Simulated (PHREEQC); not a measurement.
3.3 g of hydrous ferric oxide (600 m²/g; 0.2 weak and 0.005 strong sites per Fe, Dzombak-Morel constants, diffuse double layer) in 1 kg of water with 0.05 mol/kgw of an inert sodium salt and 0.00081 mol/kgw CaCl2 and 8.8e-06 mol/kgw Na2HAsO4, at 25 °C; the pH is set by adding NaOH or the inert anion's acid. O2 is buffered at 0.21 atm. The system is closed to CO2. Nothing may precipitate in this run.

The series has 13 steps of pH, from 3 to 11.

Model: ion-association model, wateq4f.dat, run in PHREEQC.

Problem. Near which pH is half of the Ca sorbed, and on which side is more sorbed?

Solution. Near pH 8.2, with more sorbed at higher pH.

The database has no arsenate complexes of Ca. The oxide is taken as insoluble; below pH 4 it would dissolve.
